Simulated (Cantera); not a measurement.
Input: 1 mol SiH₂Cl₂, 0.14 mol HCl, 120 mol N₂, held at 800 K and 38000 Pa.

Equilibrium computed with Cantera from the NASA thermochemical tables; the gas is ideal and each condensed phase is pure. Candidate condensed phases: NH₄Cl, Si, Si₃N₄; 28 gas species. N₂ is the only nitrogen source here; it is nearly inert below about 1500 K, so the nitride shown seldom forms there in practice. Equilibrium is a limit: real reactors are often held back by kinetics, nucleation or transport.

Base state: N₂ 0.984, HCl 0.0118, H₂ 0.00290, SiCl₄ 0.00145 (mole fractions); condensed: Si₃N₄(s).

Q: What changes in the equilibrium state with this change: temperature from 800 K to 1398 K?

A: 
```
species         before     after
-------------  -------  --------
N₂               0.984     0.983
HCl             0.0118    0.0138
H₂             0.00290   0.00190
SiCl₄          0.00145  0.000730
SiCl₂            <1e-9  0.000176
SiCl₃          6.69e-9  0.000174
Si₃N₄(s), mol    0.275     0.289
```
The tables' values for SiCl₃ are old estimates; treat these amounts as uncertain.
